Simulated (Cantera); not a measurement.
Hydrocarbon pyrolysis for carbon deposition

An isothermal, constant-pressure homogeneous reactor starts with 47.6 % C2H6, 52.4 % N2, at 1825 K and 24000 Pa.

Detailed kinetics in Cantera: GRI-Mech 3.0 (53 species, 325 reactions). GRI-Mech 3.0 stops at C3 and has no aromatics, soot or wall deposition, so with more carbon than oxygen in the feed, carbon stays in small species such as C2H2 where larger ones or solid carbon would form.

| t (s) | x C2H6 | x H2 | x H | x C2H | x HCN | x CH4 |
|---|---|---|---|---|---|---|
| 0.000100 | 0.00155 | 0.296 | 0.000910 | 4.25e-6 | 9.56e-7 | 0.140 |
| 0.000307 | 0.000215 | 0.338 | 0.000415 | 2.20e-6 | 9.53e-7 | 0.128 |
| 0.000942 | 0.000113 | 0.365 | 0.000364 | 2.01e-6 | 9.48e-7 | 0.115 |
| 0.00289 | 7.96e-5 | 0.392 | 0.000420 | 2.27e-6 | 1.00e-6 | 0.0917 |
| 0.00888 | 3.08e-5 | 0.430 | 0.000484 | 2.49e-6 | 1.17e-6 | 0.0550 |
| 0.0273 | 6.14e-6 | 0.463 | 0.000562 | 2.79e-6 | 1.54e-6 | 0.0232 |
| 0.0837 | 7.84e-7 | 0.479 | 0.000612 | 2.99e-6 | 2.09e-6 | 0.00786 |
| 0.257 | 1.34e-7 | 0.484 | 0.000628 | 3.06e-6 | 2.74e-6 | 0.00292 |
| 0.788 | 7.47e-8 | 0.485 | 0.000631 | 3.07e-6 | 3.83e-6 | 0.00195 |
| 2.42 | 7.33e-8 | 0.485 | 0.000631 | 3.07e-6 | 7.22e-6 | 0.00192 |
| 7.43 | 7.33e-8 | 0.485 | 0.000631 | 3.07e-6 | 1.97e-5 | 0.00192 |
| 22.8 | 7.33e-8 | 0.485 | 0.000631 | 3.07e-6 | 6.29e-5 | 0.00192 |
| 70.0 | 7.33e-8 | 0.485 | 0.000631 | 3.06e-6 | 0.000197 | 0.00192 |
x: mole fraction; the columns are a selection and need not sum to one.

Equilibrium at this temperature and pressure: C2H6 5.51e-8, H2 0.485, H 0.000631, C2H 2.30e-6, HCN 0.122, CH4 0.00166 (gas phase only).
